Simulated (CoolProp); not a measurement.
R115 along the isobar 0.46 MPa: Z from the reference equation and from simpler models built on Tc = 80.0 °C, pc = 3.129 MPa, ω = 0.248; each cubic takes its own stable root.

Values from CoolProp's reference Helmholtz-energy equation of state, Lemmon 2016.

```
T (°C)   phase  reference
------  ------  ---------
-91.45  liquid    0.02734
-77.45  liquid    0.02606
-63.35  liquid    0.02500
-49.35  liquid    0.02412
-35.35  liquid    0.02342
-21.25  liquid    0.02287
-7.25   liquid    0.02249
6.75       gas     0.8836
20.85      gas     0.9039
34.85      gas     0.9191
48.85      gas     0.9310
62.95      gas     0.9407
76.95      gas     0.9486
90.95      gas     0.9551
105.05     gas     0.9607
119.05     gas     0.9654
```

**Question.** How far does each simpler model (van der Waals, Redlich-Kwong) lie from the reference over these 16 states: mean and median of the absolute difference, and the worst?

**Answer.** 
- van der Waals: mean 727.0 %, median 3.3 %, worst +3933.3 % at -7.25 °C and 0.46 MPa
- Redlich-Kwong: mean 241.0 %, median 1.0 %, worst +3798.6 % at -7.25 °C and 0.46 MPa

At some of these states van der Waals, Redlich-Kwong gives the other phase, because its saturation line lies elsewhere.
